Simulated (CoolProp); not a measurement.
The fluid at 807.58 K and 6.76 MPa flows at 0.12 m/s in a round tube of 2 mm bore and 0.25 µm roughness, fully developed (64/Re and Nu = 3.66 if laminar; Colebrook and Gnielinski if turbulent). The same conditions are run with several fluids, on thermodynamics alone (safety and materials aside).

The numbers come from the reference Helmholtz-energy equation of state of each fluid (oxygen: Schmidt 1985; dry air: Lemmon 2000; nitrogen: Span 2000; normal hydrogen: Leachman 2009) in CoolProp. Blends and air are pseudo-pure fits.

```csv
fluid,Reynolds number,Darcy friction factor,pressure drop (Pa/m),heat-transfer coefficient (W/(m² K)),mass flow (kg/h)
oxygen,175,0.365,(withheld),113,0.0429
dry air,180,0.356,36.5,107,(withheld)
nitrogen,181,0.353,(withheld),104,(withheld)
normal hydrogen,26.9,2.38,(withheld),(withheld),0.00271
```

Question: What belongs in the gaps?

Answer: 
- oxygen, pressure drop (Pa/m): 41.6
- dry air, mass flow (kg/h): 0.0386
- nitrogen, pressure drop (Pa/m): 34.9
- nitrogen, mass flow (kg/h): 0.0373
- normal hydrogen, pressure drop (Pa/m): 17.1
- normal hydrogen, heat-transfer coefficient (W/(m² K)): 715

Above 300 K oxygen's equation is extrapolated.

Transport values come from each fluid's own correlations.
